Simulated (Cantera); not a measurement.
Input: 1 mol Si, 0.016 mol N2O, 3.6 mol N2, equilibrated at 0.0323 Torr.

Method: chemical equilibrium by Gibbs-energy minimisation in Cantera with the NASA 1993 tables (ideal gas, pure condensed phases). Candidate condensed phases: Si, SiO2, Si2N2O, Si3N4; 16 gas species. The numbers say what is thermodynamically allowed, not how fast it happens.

Which condensed phases are stable at each of these points (T (K)): 1673, 1723, 1773, 1823, 1873, 1923, 1973, 2023, 2073, 2123?


```
T (K)  condensed phases  Si condensed (%)
-----  ----------------  ----------------
1673              Si(s)              94.7
1723              Si(l)              89.6
1773              Si(l)              78.9
1823              Si(l)              55.6
1873              Si(l)               1.7
1923           gas only               0.0
1973           gas only               0.0
2023           gas only               0.0
2073           gas only               0.0
2123           gas only               0.0
```

At 1673 K the condensed part is Si(s). From 1723 K to 1873 K the condensed part is Si(l). From 1923 K to 2123 K nothing is condensed.
